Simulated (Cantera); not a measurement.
Input: 1 mol SiCl₄, 1.4 mol O₂, 5 mol N₂, at 975 °C and 360 Pa.

Method: chemical equilibrium by Gibbs-energy minimisation in Cantera with the NASA 1993 tables (ideal gas, pure condensed phases). Candidate condensed phases: Si, SiO₂, Si₂N₂O, Si₃N₄; 23 gas species. The tables hold silica as quartz up to 1696 K and as liquid above; real silica turns to tridymite and cristobalite and melts near 1996 K. Kinetics and transport are ignored.

Base state: N₂ 0.655, Cl₂ 0.231, Cl 0.0614, O₂ 0.0523, NO 0.000127, ClO 3.03e-5 (mole fractions); condensed: SiO₂(β-quartz).

### Question
What changes in the equilibrium state with this change: N₂ from 5 to 90 mol?

### Answer
```json
[
 {"species": "N₂", "before": "0.655", "after": "0.967"},
 {"species": "Cl", "before": "0.0614", "after": "0.0151"},
 {"species": "Cl₂", "before": "0.231", "after": "0.0139"},
 {"species": "O₂", "before": "0.0523", "after": "0.00427"},
 {"species": "ClO", "before": "3.03e-5", "after": "2.13e-6"},
 {"species": "NO", "before": "0.000127", "after": "4.40e-5"},
 {"species": "SiO₂(β-quartz), mol", "before": "1.00", "after": "1.00"}
]
```
